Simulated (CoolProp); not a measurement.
Vapour-liquid equilibrium of R142b (1) + R113 (2) at 62.05 °C; x and y are mole fractions of (1).

Values from CoolProp's multi-fluid Helmholtz-energy mixture model, Lemmon 2006 and Marx 1992; pair parameters Bell 2016.

```json
[
 {"x": "0.05", "bubble pressure, mixture model (kPa)": "205.1", "bubble pressure, Raoult's law (kPa)": "197.8", "y, mixture model": "0.246", "y, Raoult's law": "0.233"},
 {"x": "0.15", "bubble pressure, mixture model (kPa)": "291.8", "bubble pressure, Raoult's law (kPa)": "273.8", "y, mixture model": "0.508", "y, Raoult's law": "0.504"},
 {"x": "0.25", "bubble pressure, mixture model (kPa)": "373.4", "bubble pressure, Raoult's law (kPa)": "349.8", "y, mixture model": "0.647", "y, Raoult's law": "0.657"},
 {"x": "0.35", "bubble pressure, mixture model (kPa)": "450.5", "bubble pressure, Raoult's law (kPa)": "425.9", "y, mixture model": "0.735", "y, Raoult's law": "0.756"},
 {"x": "0.45", "bubble pressure, mixture model (kPa)": "523.9", "bubble pressure, Raoult's law (kPa)": "501.9", "y, mixture model": "0.797", "y, Raoult's law": "0.825"},
 {"x": "0.55", "bubble pressure, mixture model (kPa)": "594.8", "bubble pressure, Raoult's law (kPa)": "577.9", "y, mixture model": "0.845", "y, Raoult's law": "0.876"},
 {"x": "0.65", "bubble pressure, mixture model (kPa)": "664.4", "bubble pressure, Raoult's law (kPa)": "654.0", "y, mixture model": "0.885", "y, Raoult's law": "0.914"},
 {"x": "0.75", "bubble pressure, mixture model (kPa)": "734.2", "bubble pressure, Raoult's law (kPa)": "730.0", "y, mixture model": "0.920", "y, Raoult's law": "0.945"},
 {"x": "0.85", "bubble pressure, mixture model (kPa)": "805.8", "bubble pressure, Raoult's law (kPa)": "806.0", "y, mixture model": "0.952", "y, Raoult's law": "0.970"},
 {"x": "0.95", "bubble pressure, mixture model (kPa)": "880.8", "bubble pressure, Raoult's law (kPa)": "882.1", "y, mixture model": "0.984", "y, Raoult's law": "0.991"}
]
```

The largest gap from Raoult's law is +6.7 % in bubble pressure, at x = 0.25. No azeotrope shows between x = 0.05 and 0.95.

The pair parameters rest on a limited set of measurements; away from them the model extrapolates.
